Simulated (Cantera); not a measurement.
Charge: 1 mol C2H2, 71 mol H2, held at 327 °C and 99.0 Pa.

Equilibrium computed with Cantera from the NASA thermochemical tables; the gas is ideal and each condensed phase is pure. Candidate condensed phases: C, C6H6, C7H8, C8H18; 76 gas species. Rates play no part.

Base state: H2 0.971, CH4 0.0286 (mole fractions); condensed: gas only.

Problem. What changes in the equilibrium state with this change: temperature from 327 °C to 527 °C?

Solution. 
| species | before | after |
|---|---|---|
| H2 | 0.971 | 0.999 |
| CH4 | 0.0286 | 0.00133 |
| C(graphite), mol | 0 | 1.90 |
